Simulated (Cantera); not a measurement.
A perfectly stirred reactor is fed with 38.1 % CO, 1.50 % H2, 12.7 % O2, 47.7 % N2, equivalence ratio 1.6, at 5.23 atm; it is adiabatic with a 450 K inlet, and is followed from long to short residence time, starting on the burning branch (τ in s: 0.038, 0.02, 0.01, 0.0054, 0.0028, 0.0015, 0.00076, 0.00039, 0.00021, 0.00011, 5.6e-05).

Cantera simulation using GRI-Mech 3.0 (53 species, 325 reactions); the numbers are that mechanism's predictions, not measurements. The hydrogen kinetics of GRI-Mech 3.0 are dated; newer H2 mechanisms differ, most at raised pressure.

x: mole fraction; the columns are a selection and need not sum to one.

```
τ (s)    T (K)   x CO     x H2      x O2    x H2O       x N2O
-------  -----  -----  -------  --------  -------  ----------
0.038     2440  0.165  0.00151  0.000813   0.0150  (withheld)
0.020     2434  0.166  0.00152   0.00113   0.0148  (withheld)
0.010     2422  0.167  0.00152   0.00173   0.0146  (withheld)
0.0054    2405  0.169  0.00153   0.00261   0.0144  (withheld)
0.0028    2378  0.172  0.00155   0.00407   0.0140  (withheld)
0.0015    2341  0.176  0.00159   0.00611   0.0135  (withheld)
0.00076   2285  0.182  0.00164   0.00914   0.0128  (withheld)
0.00039   2212  0.189  0.00171    0.0129   0.0121  (withheld)
0.00021   2128  0.197  0.00178    0.0169   0.0112     6.62e-7
0.00011   2025  0.207  0.00183    0.0217   0.0103     7.06e-7
5.6e-5    1894  0.219  0.00184    0.0278  0.00936     7.42e-7
```

Task: Some entries are withheld; supply them.

Result: 
- 0.038, x N2O: 1.22e-7
- 0.020, x N2O: 1.50e-7
- 0.010, x N2O: 1.97e-7
- 0.0054, x N2O: 2.54e-7
- 0.0028, x N2O: 3.33e-7
- 0.0015, x N2O: 4.20e-7
- 0.00076, x N2O: 5.16e-7
- 0.00039, x N2O: 6.01e-7
